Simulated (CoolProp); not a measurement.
Properties of methanol along the isotherm 248.95 °C.

The numbers come from the reference Helmholtz-energy equation of state, de Reuck 1993 in CoolProp.

```tsv
p (bar)	phase	speed of sound (m/s)	conductivity (mW/(m K))
1.3	gas	394.5	41.4
2.1	gas	393.7	[?]
3.39	gas	[?]	41.7
5.48	gas	390.1	[?]
8.85	gas	386.4	[?]
14.3	gas	380.0	[?]
23.1	gas	368.9	45.8
37.3	gas	349.2	49.7
60.3	gas	310.8	[?]
97.4	supercritical	207.4	167
157	supercritical	434.7	[?]
254	supercritical	593.7	171
411	supercritical	755.2	178
```

Fill in the missing entries.


- 2.1, conductivity (mW/(m K)): 41.5
- 3.39, speed of sound (m/s): 392.4
- 5.48, conductivity (mW/(m K)): 42.1
- 8.85, conductivity (mW/(m K)): 42.8
- 14.3, conductivity (mW/(m K)): 43.9
- 60.3, conductivity (mW/(m K)): 59.1
- 157, conductivity (mW/(m K)): 165

Thermal conductivity comes from a separate model (Sykioti 2013).
